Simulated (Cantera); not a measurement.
What does this Cantera script print?

```python
import numpy as np
import cantera as ct

gas_names = """
    C CO CO2 C2 C2O C3 C3O2 C4 C5 Mg MgO Mg2 O O2 O3
""".split()
cond_names = """
    C(gr) Mg(cr) Mg(L) MgCO3(s) MgO(s) MgO(L)
""".split()


# ... load() reads the species with a 1 bar reference pressure and builds the phases ...
atoms = {
    'MgO': {'Mg': 1, 'O': 1},
    'CO': {'C': 1, 'O': 1},
}
top_T = {'C(gr)': 4500}  # K; cautious upper limits of use, not melting points


# ... equilibrate(T, P, feed) seeds the gas with the atoms and calls Mixture.equilibrate('TP', solver="vcs", rtol=1e-11, max_steps=5000) ...
results = []
feed = {'MgO': 1, 'CO': 0.58}  # mol
T = 1873.15  # K
P = 530000  # Pa
mix = equilibrate(T, P, feed)
results.append((T, P, feed, dict(zip(mix.species_names, mix.species_moles))))
print(gas.report(threshold=0.0001))
for i in range(1, mix.n_phases):
    print(f"{mix.phase(i).name:16s} {mix.phase_moles(i):12.5e} mol")
```

It prints:

```
       temperature   1873.2 K
          pressure   5.3e+05 Pa
           density   0.95333 kg/m^3
  mean mol. weight   28.014 kg/kmol
   phase of matter   gas

                          1 kg             1 kmol
                     ---------------   ---------------
          enthalpy        -2.086e+06       -5.8436e+07  J
   internal energy       -2.6419e+06        -7.401e+07  J
           entropy            8655.8        2.4248e+05  J/K
    Gibbs function         -1.83e+07       -5.1264e+08  J
 heat capacity c_p            1287.1             36057  J/K
 heat capacity c_v            990.33             27743  J/K

                      mass frac. Y      mole frac. X     chem. pot. / RT
                     ---------------   ---------------   ---------------
                CO           0.99923           0.99937           -32.911
               CO2        0.00049747        0.00031667           -62.996
                Mg        0.00027474        0.00031666           -17.316
     [  +12 minor]        3.1742e-09        1.5729e-09

C(gr)             0.00000e+00 mol
Mg(L)             0.00000e+00 mol
MgO(s)            9.99816e-01 mol
```

These are equilibrium values from Cantera (NASA tables, ideal gas, pure condensed phases), not measurements of a reactor.
